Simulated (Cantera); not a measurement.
Input: 1 mol Si, 1.2 mol H₂O, 910 mol H₂, equilibrated at 1777 °C and 0.133 bar.

Equilibrium computed with Cantera from the NASA thermochemical tables; the gas is ideal and each condensed phase is pure. Candidate condensed phases: H₂O, Si, SiO₂; 18 gas species. Rates play no part.

Base state: H₂ 0.992, H 0.00619, SiO 0.00109, H₂O 0.000219 (mole fractions); condensed: gas only.

Q: What changes in the equilibrium state with this change: temperature from 1777 °C to 627 °C?

A: 
| species | before | after |
|---|---|---|
| H₂ | 0.992 | 1.00 |
| H | 0.00619 | <1e-9 |
| SiO | 0.00109 | <1e-9 |
| H₂O | 0.000219 | <1e-9 |
| Si(s), mol | 0 | 0.400 |
| SiO₂(β-quartz), mol | 0 | 0.600 |
